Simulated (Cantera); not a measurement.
A perfectly stirred reactor is fed with CH4 : C2H6 : C3H8 : O2 : N2 : CO2 = 1 : 0.15 : 0.26 : 4.55 : 15.9 : 1.3 (molar parts), equivalence ratio 0.84, at 0.210 bar; it is adiabatic with a 748 K inlet, and is followed from long to short residence time, starting on the burning branch (τ in s: 0.038, 0.018, 0.0083, 0.0039, 0.0018, 0.00085, 0.00039, 0.00018, 8.6e-05, 4e-05).

Cantera simulation using GRI-Mech 3.0 (53 species, 325 reactions); the numbers are that mechanism's predictions, not measurements.

Question: Predict: blow-out, bracketed by the residence times tried; x(CH4) at τ = 38.0 ms; x(C2H6) at τ = 38.0 ms; x(C3H8) at τ = 38.0 ms; x(HCO) at τ = 38.0 ms; x(H) at τ = 38.0 ms; x(CH4) at τ = 0.850 ms; x(C2H6) at τ = 0.850 ms; x(C3H8) at τ = 0.850 ms; x(HCO) at τ = 0.850 ms; x(H) at τ = 0.850 ms.

Answer: 
| Property | Value |
|---|---|
| blow-out, bracketed by the residence times tried | burning at 0.180 ms, out at 86.0 µs |
| x(CH4) at τ = 38.0 ms | 5.81e-6 |
| x(C2H6) at τ = 38.0 ms | 1.72e-7 |
| x(C3H8) at τ = 38.0 ms | 2.87e-7 |
| x(HCO) at τ = 38.0 ms | 2.45e-7 |
| x(H) at τ = 38.0 ms | 0.00252 |
| x(CH4) at τ = 0.850 ms | 0.000171 |
| x(C2H6) at τ = 0.850 ms | 6.48e-6 |
| x(C3H8) at τ = 0.850 ms | 9.11e-6 |
| x(HCO) at τ = 0.850 ms | 9.90e-6 |
| x(H) at τ = 0.850 ms | 0.0102 |
